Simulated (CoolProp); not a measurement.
Saturated liquid density (kg/m³) of dimethyl ether: the reference equation beside estimates from Tc = 400.4 K, pc = 5337 kPa, ω = 0.196. Rackett uses Z = 0.29056 − 0.08775 ω.

Computed with CoolProp (reference Helmholtz-energy equation of state, Wu 2011).

| T (K) | reference | Rackett | van der Waals | Redlich-Kwong | Soave-Redlich-Kwong | Peng-Robinson |
|---|---|---|---|---|---|---|
| 278 | 692.8 | 680.9 | 423.6 | 614.8 | 632.6 | 716.2 |
| 282 | 686.7 | 675.0 | 419.9 | 608.3 | 626.4 | 709.4 |
| 285.9 | 680.8 | 669.1 | 416.3 | 601.8 | 620.2 | 702.6 |
| 289.9 | 674.6 | 663.0 | 412.5 | 595.0 | 613.7 | 695.4 |
| 293.9 | 668.3 | 656.8 | 408.6 | 588.1 | 607.0 | 688.0 |
| 297.8 | 662.0 | 650.6 | 404.7 | 581.2 | 600.3 | 680.5 |
| 301.8 | 655.5 | 644.2 | 400.7 | 573.9 | 593.2 | 672.7 |
| 305.7 | 649.0 | 637.8 | 396.6 | 566.6 | 586.1 | 664.8 |
| 309.7 | 642.2 | 631.1 | 392.4 | 559.0 | 578.6 | 656.4 |
| 313.7 | 635.3 | 624.3 | 388.0 | 551.2 | 570.9 | 647.7 |
| 317.6 | 628.4 | 617.5 | 383.7 | 543.4 | 563.2 | 639.0 |
| 321.6 | 621.2 | 610.4 | 379.1 | 535.2 | 555.0 | 629.8 |
| 325.6 | 613.7 | 603.1 | 374.4 | 526.7 | 546.5 | 620.2 |
| 329.5 | 606.3 | 595.8 | 369.7 | 518.2 | 538.0 | 610.5 |
| 333.5 | 598.5 | 588.1 | 364.8 | 509.2 | 528.9 | 600.2 |

Absolute difference from the reference over all 15 rows, mean and median: Rackett 1.7 and 1.7 %, van der Waals 38.9 and 38.9 %, Redlich-Kwong 12.8 and 12.7 %, Soave-Redlich-Kwong 9.9 and 9.7 %, Peng-Robinson 2.2 and 2.4 %.
